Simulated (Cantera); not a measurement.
Charge: 1 mol Si, 3.5 mol NF3, held at 848 K and 6.50e-5 bar.

Cantera equilibrium calculation (NASA polynomials, part measured and part estimated; ideal gas, pure solids and liquids). Candidate condensed phases: Si, Si3N4; 16 gas species. Kinetics and transport are ignored.

Base state: F 0.595, N2 0.205, SiF4 0.117, F2 0.0827 (mole fractions); condensed: gas only.

**Question.** What changes in the equilibrium state with this change: temperature from 848 K to 648.15 K?

**Answer.** 
| species | before | after |
|---|---|---|
| F2 | 0.0827 | 0.487 |
| N2 | 0.205 | 0.281 |
| SiF4 | 0.117 | 0.167 |
| F | 0.595 | 0.0408 |
| NF3 | 4.68e-6 | 0.0241 |
